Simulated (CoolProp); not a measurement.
A simple Rankine cycle with R142b: condensing at 302.15 K, boiler at 3.12 MPa, turbine inlet 410.3 K, turbine efficiency 0.8, pump efficiency 0.8, no recuperator. Each further row changes one setting.

The numbers come from the reference Helmholtz-energy equation of state, Lemmon 2006 in CoolProp. It is a short technical equation, of lower accuracy than the large ones.

| case | thermal efficiency (%) | net work (kJ/kg) | heat in (kJ/kg) | turbine exit temperature (K) | volume ratio over the turbine |
|---|---|---|---|---|---|
| as stated | 14.3 | 37.4 | 262 | 328.9 | ___ |
| turbine inlet 430.3 K | 14.5 | ___ | 291 | 353.9 | ___ |
| condensing temperature 294.15 K | ___ | 42.0 | ___ | ___ | 12.0 |
| boiler pressure 2.18 MPa | 12.7 | ___ | 281 | 350.3 | ___ |
| turbine efficiency 0.7 | 12.3 | 32.3 | 262 | 334.3 | 9.62 |

Task: What belongs in the gaps?

Result: 
- as stated, volume ratio over the turbine: 9.42
- turbine inlet 430.3 K, net work (kJ/kg): 42.3
- turbine inlet 430.3 K, volume ratio over the turbine: 8.76
- condensing temperature 294.15 K, thermal efficiency (%): 15.4
- condensing temperature 294.15 K, heat in (kJ/kg): 273
- condensing temperature 294.15 K, turbine exit temperature (K): 322.1
- boiler pressure 2.18 MPa, net work (kJ/kg): 35.5
- boiler pressure 2.18 MPa, volume ratio over the turbine: 5.89
